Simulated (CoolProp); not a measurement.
CF4 (R14) along the isotherm 61.65 °C: fugacity coefficient from the reference equation and from simpler models built on Tc = -45.8 °C, pc = 37.62 bar, ω = 0.178; each cubic takes its own stable root.

Model: reference Helmholtz-energy equation of state, Platzer 1990, in CoolProp. This equation is an older, rougher fit; its heat capacities, sound speeds and derivatives of the liquid may be far off and weren't checked against measurements.

```csv
p (bar),phase,reference,Redlich-Kwong,Peng-Robinson
0.297,gas,0.9993,0.9992,0.9992
0.449,gas,0.9989,0.9988,0.9988
0.677,gas,0.9984,0.9981,0.9981
1.02,gas,0.9976,0.9972,0.9972
1.54,gas,0.9964,0.9958,0.9957
2.32,gas,0.9946,0.9936,0.9936
3.51,gas,0.9918,0.9904,0.9904
5.29,gas,0.9877,0.9856,0.9855
7.98,gas,0.9816,0.9783,0.9783
12,gas,0.9725,0.9676,0.9677
18.2,gas,0.9587,0.9514,0.9518
27.4,gas,0.9390,0.9280,0.9292
41.3,supercritical,0.9105,0.8944,0.8972
62.4,supercritical,0.8705,0.8473,0.8536
94.1,supercritical,0.8185,0.7867,0.7993
```
